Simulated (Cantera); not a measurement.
What does this Cantera script print?

```python
import numpy as np
import cantera as ct

gas_names = """
    CL CLO CL2 H HCL HOCL HO2 H2 H2O H2O2 Mg MgCL MgCL2 MgH MgO MgOH MgO2H2 Mg2 O OH O2 O3
""".split()
cond_names = """
    H2O(s) H2O(L) Mg(cr) Mg(L) MgCL2(s) MgCL2(L) MgO(s) MgO(L) MgO2H2(s)
""".split()


# ... load() reads the species with a 1 bar reference pressure and builds the phases ...
atoms = {
    'MgO': {'Mg': 1, 'O': 1},
    'HCl': {'H': 1, 'CL': 1},
    'O2': {'O': 2},
}
top_T = {}  # K; cautious upper limits of use, not melting points


# ... equilibrate(T, P, feed) seeds the gas with the atoms and calls Mixture.equilibrate('TP', solver="vcs", rtol=1e-11, max_steps=5000) ...
results = []
T = 1450  # K
P = 960000  # Pa
for m in [0.079, 0.19, 0.3, 0.41, 0.52, 0.62, 0.73, 0.84, 0.95]:
    feed = {'MgO': 1, 'HCl': m, 'O2': 0.011}  # mol
    mix = equilibrate(T, P, feed)
    results.append((T, P, feed, dict(zip(mix.species_names, mix.species_moles))))
    x = sorted(zip(gas.X, gas.species_names), reverse=True)
    print(f"T = {T:g} K  P = {P:g} Pa  n(HCl) = {m:g} mol  gas = {mix.phase_moles(0):.4g} mol")
    print("   x: " + "  ".join(f"{s} {v:.3e}" for v, s in x if v > 1e-05))
    print("   condensed (mol): " + ("  ".join(f"{mix.phase(i).name} {mix.phase_moles(i):.4g}"
          for i in range(1, mix.n_phases) if mix.phase_moles(i) > 1e-12) or "none"))
```

Output:

```
T = 1450 K  P = 960000 Pa  n(HCl) = 0.079 mol  gas = 0.08538 mol
   x: HCL 6.728e-01  H2O 1.261e-01  CL2 1.102e-01  O2 7.248e-02  MgCL2 1.374e-02  CL 4.419e-03  HOCL 1.698e-04  CLO 9.680e-05  OH 2.439e-05
   condensed (mol): MgO(s) 0.9988
T = 1450 K  P = 960000 Pa  n(HCl) = 0.19 mol  gas = 0.1922 mol
   x: HCL 7.702e-01  H2O 1.092e-01  CL2 7.950e-02  MgCL2 2.080e-02  O2 1.647e-02  CL 3.754e-03  HOCL 9.265e-05  CLO 3.920e-05  OH 1.567e-05
   condensed (mol): MgCL2(L) 0.001343  MgO(s) 0.9947
T = 1450 K  P = 960000 Pa  n(HCl) = 0.3 mol  gas = 0.2921 mol
   x: HCL 7.945e-01  H2O 1.162e-01  CL2 5.680e-02  MgCL2 2.080e-02  O2 8.407e-03  CL 3.173e-03  HOCL 6.830e-05  CLO 2.367e-05  OH 1.366e-05
   condensed (mol): MgCL2(L) 0.01081  MgO(s) 0.9831
T = 1450 K  P = 960000 Pa  n(HCl) = 0.41 mol  gas = 0.3917 mol
   x: HCL 8.069e-01  H2O 1.199e-01  CL2 4.440e-02  MgCL2 2.080e-02  O2 5.137e-03  CL 2.805e-03  HOCL 5.422e-05  CLO 1.636e-05  OH 1.227e-05
   condensed (mol): MgCL2(L) 0.02086  MgO(s) 0.971
T = 1450 K  P = 960000 Pa  n(HCl) = 0.52 mol  gas = 0.4911 mol
   x: HCL 8.145e-01  H2O 1.221e-01  CL2 3.651e-02  MgCL2 2.080e-02  O2 3.473e-03  CL 2.544e-03  HOCL 4.500e-05  CLO 1.220e-05  OH 1.123e-05
   condensed (mol): MgCL2(L) 0.0312  MgO(s) 0.9586
T = 1450 K  P = 960000 Pa  n(HCl) = 0.62 mol  gas = 0.5814 mol
   x: HCL 8.192e-01  H2O 1.235e-01  CL2 3.145e-02  MgCL2 2.080e-02  O2 2.577e-03  CL 2.361e-03  HOCL 3.898e-05  OH 1.048e-05
   condensed (mol): MgCL2(L) 0.04076  MgO(s) 0.9471
T = 1450 K  P = 960000 Pa  n(HCl) = 0.73 mol  gas = 0.6807 mol
   x: HCL 8.230e-01  H2O 1.247e-01  CL2 2.729e-02  MgCL2 2.080e-02  CL 2.199e-03  O2 1.941e-03  HOCL 3.399e-05
   condensed (mol): MgCL2(L) 0.05139  MgO(s) 0.9345
T = 1450 K  P = 960000 Pa  n(HCl) = 0.84 mol  gas = 0.7799 mol
   x: HCL 8.259e-01  H2O 1.256e-01  CL2 2.410e-02  MgCL2 2.080e-02  CL 2.067e-03  O2 1.514e-03  HOCL 3.013e-05
   condensed (mol): MgCL2(L) 0.0621  MgO(s) 0.9217
T = 1450 K  P = 960000 Pa  n(HCl) = 0.95 mol  gas = 0.8791 mol
   x: HCL 8.282e-01  H2O 1.262e-01  CL2 2.158e-02  MgCL2 2.080e-02  CL 1.956e-03  O2 1.214e-03  HOCL 2.705e-05
   condensed (mol): MgCL2(L) 0.07286  MgO(s) 0.9089
```

Method: chemical equilibrium by Gibbs-energy minimisation in Cantera with the NASA 1993 tables (ideal gas, pure condensed phases). Mutual solubility and eutectic melting of coexisting phases are not modelled.
